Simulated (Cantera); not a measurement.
An isothermal, constant-pressure homogeneous reactor starts with C₂H₄ : H₂ = 1 : 32 (molar parts), at 1573 K and 100.0 Torr.

Computed with Cantera and GRI-Mech 3.0 (53 species, 325 reactions). GRI-Mech 3.0 was tuned for natural gas; its chemistry of ethylene as a main component is partial and can be far from experiment. GRI-Mech 3.0 stops at C3 and has no aromatics, soot or wall deposition, so with more carbon than oxygen in the feed, carbon stays in small species such as C2H2 where larger ones or solid carbon would form.

x: mole fraction; the columns are a selection and need not sum to one.

```tsv
t (s)	x C₂H₄	x H₂	x H	x CH₄	x CH₂	x CH₃	x C₂H
0.000400	0.0301	0.970	5.82e-7	7.77e-9	5.46e-12	3.31e-10	<1e-12
0.00106	0.0298	0.970	1.62e-6	1.02e-7	1.52e-11	1.68e-9	2.57e-12
0.00282	0.0287	0.970	5.16e-6	1.34e-6	4.71e-11	8.29e-9	2.33e-11
0.00750	___	0.970	___	___	1.66e-10	___	3.08e-10
0.0199	0.0131	0.970	4.63e-5	0.000109	2.00e-10	1.50e-7	2.29e-9
0.0529	0.00163	0.970	7.03e-5	0.000216	5.78e-11	3.26e-7	5.81e-9
0.141	0.000520	0.970	0.000116	0.000277	9.24e-11	6.76e-7	9.96e-9
0.373	0.000518	0.970	0.000118	___	1.39e-10	___	1.01e-8
0.992	0.000515	0.970	0.000117	0.000860	2.49e-10	2.11e-6	9.96e-9
2.64	0.000506	0.969	0.000115	0.00193	5.20e-10	4.66e-6	9.65e-9
7.00	0.000486	0.968	0.000113	0.00428	1.08e-9	1.01e-5	9.08e-9
```

Q: What belongs in the gaps?

A: 
- 0.00750, x C₂H₄: 0.0251
- 0.00750, x H: 2.07e-5
- 0.00750, x CH₄: 1.65e-5
- 0.00750, x CH₃: 4.29e-8
- 0.373, x CH₄: 0.000438
- 0.373, x CH₃: 1.08e-6
